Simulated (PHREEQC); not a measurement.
Model water analysis in mg/L, 40 °C, pH 5.74, pe -0.1:

| constituent | mg/L |
|---|---|
| Na | 0.0157 |
| K | 0.00325 |
| Ca | 0.0044 |
| Mg | 0.00189 |
| Cl | 0.0139 |
| S(6) as SO4 | 0.00653 |
| Alkalinity as HCO3 | 0.0352 |
| Sr | 1.72e-05 |
| Mn(2) | 3.04e-05 |
| Fe(2) | 2.68e-05 |

Na is adjusted to close the charge balance.
Valence states are taken as typed.

Equilibrium calculation in PHREEQC: ion-association model, phreeqc.dat.

| quantity | before | after |
|---|---|---|
| ionic strength (mol/kgw) | 3.18e-6 | 5.92e-6 |
| CO2 (mol/kgw) | 8.59e-6 | 1.28e-5 |
| HCO3- (mol/kgw) | 2.38e-6 | 3.55e-6 |
| CO3-2 (mol/kgw) | 7.92e-11 | 1.18e-10 |
| SI of Rhodochrosite (MnCO3) | -8.19 | -7.54 |
| SI of Siderite (FeCO3) | -8.45 | -7.80 |

### Question
Which change was made?
A) temperature from 40 to 50 °C at the same typed pH
B) Fe(2) from 2.68e-05 to 5.36e-05 mg/L
C) all concentrations times 3 at the same typed pH

### Answer
C, all concentrations times 3 at the same typed pH

Precipitation was switched off in this run. Constants without temperature data keep their 25 °C values here.
